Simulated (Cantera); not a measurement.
Charge: 1 mol Al, 0.32 mol Cl₂, at 2.30 Pa.

Cantera equilibrium calculation (NASA polynomials, part measured and part estimated; ideal gas, pure solids and liquids). Candidate condensed phases: Al, AlCl₃; 8 gas species. The tables' values for AlCl₂ are old estimates; treat these amounts as uncertain. Equilibrium is a limit: real reactors are often held back by kinetics, nucleation or transport. All values below are at 1423 K.

Base state: AlCl 0.849, Al 0.151, AlCl₂ 1.35e-5, Al₂ 1.08e-5 (mole fractions); condensed: Al(l).

**Question.** What changes in the equilibrium state with this change: pressure from 2.30 Pa to 61.0 Pa?

**Answer.** 
```csv
species,before,after
AlCl,0.849,0.994
Al,0.151,0.00568
AlCl₂,1.35e-5,0.000489
Al₂,1.08e-5,4.07e-7
"Al(l), mol",0.246,0.357
```
